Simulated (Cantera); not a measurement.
Premixed flame

A freely propagating, adiabatic, planar premixed flame of CH4 : CO : O2 : N2 = 1 : 0.32 : 1.96 : 7.38 (molar parts), equivalence ratio 1.1, unburnt at 675 K and 1.68 atm; mixture-averaged transport, grid criteria slope 0.08 and curve 0.16, no radiation.

Detailed kinetics in Cantera: GRI-Mech 3.0 (53 species, 325 reactions). Burning velocities carry a grid error of a few per cent, more on coarse grids.

```tsv
z (mm)	T (K)	u (m/s)	x CH4	x CO	x O2	x HO2	x OH	x H2O
-0.577	675	1.56	0.0937	0.0300	0.184	1.04e-7	<1e-8	2.76e-5
-0.384	677	1.56	0.0934	0.0300	0.183	1.64e-6	<1e-8	0.000308
-0.288	684	1.58	0.0926	0.0300	0.182	9.82e-6	3.01e-8	0.00146
-0.192	730	1.70	0.0890	0.0308	0.178	5.89e-5	1.18e-6	0.00766
-0.0961	1075	2.54	0.0657	0.0408	0.150	0.000162	5.31e-5	0.0453
-0.0481	1478	3.53	0.0369	0.0567	0.110	0.000206	0.000450	0.0868
0	1869	4.50	0.00936	0.0733	0.0622	0.000115	0.00274	0.129
0.0481	2043	4.92	0.000805	0.0722	0.0325	2.17e-5	0.00717	0.148
0.0961	2094	5.02	3.47e-5	0.0626	0.0212	8.56e-6	0.00967	0.153
0.192	2147	5.11	7.03e-8	0.0518	0.0153	5.87e-6	0.0105	0.153
0.384	2213	5.24	<1e-8	0.0462	0.0123	4.31e-6	0.0101	0.155
0.769	2288	5.40	<1e-8	0.0433	0.00967	2.97e-6	0.00910	0.160
1.54	2358	5.54	<1e-8	0.0401	0.00701	1.95e-6	0.00770	0.165
```
x: mole fraction of selected species; z is measured from the peak of heat release.

```
Item                        Result
------------------------  --------
laminar burning velocity  156 cm/s
thermal thickness         0.192 mm
peak x(HO2)               0.000206
peak x(OH)                  0.0105
grid points                    146
```
